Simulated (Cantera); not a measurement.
Charge: 1 mol PbO, a varied amount of N2, at 1000 Pa.

Cantera equilibrium calculation (NASA polynomials, part measured and part estimated; ideal gas, pure solids and liquids). Candidate condensed phases: Pb, PbO, PbO2, Pb3O4; 12 gas species. Rates play no part.

Stable condensed phases, one row left out:

```
T in °C \ n(N2) in mol
         1.1 1.4 1.9 2.4 3.2 4.1 5.3 6.9 8.9  12  15  19  25
   1227    A   A   A   A   A   A   A   A   A   A   A   A   A
   1152    B   B   A   A   A   A   A   A   A   A   A   A   A
   1002    B   B   B   B   B   B   B   B   B   B   B   B   B
    927    B   B   B   B   B   B   B   B   B   B   B   B   B
    852    B   B   B   B   B   B   B   B   B   B   B   B   B
    777    B   B   B   B   B   B   B   B   B   B   B   B   B
    702    B   B   B   B   B   B   B   B   B   B   B   B   B
    627    B   B   B   B   B   B   B   B   B   B   B   B   B
    552    B   B   B   B   B   B   B   B   B   B   B   B   B
    477    B   B   B   B   B   B   B   B   B   B   B   B   B
    402    B   B   B   B   B   B   B   B   B   B   B   B   B
    327    B   B   B   B   B   B   B   B   B   B   B   B   B
```

A: gas only; B: PbO.

Question: Give the row for 1077 °C.

Answer: 1.1: PbO; 1.4: PbO; 1.9: PbO; 2.4: PbO; 3.2: PbO; 4.1: PbO; 5.3: PbO; 6.9: PbO; 8.9: gas only; 12: gas only; 15: gas only; 19: gas only; 25: gas only.
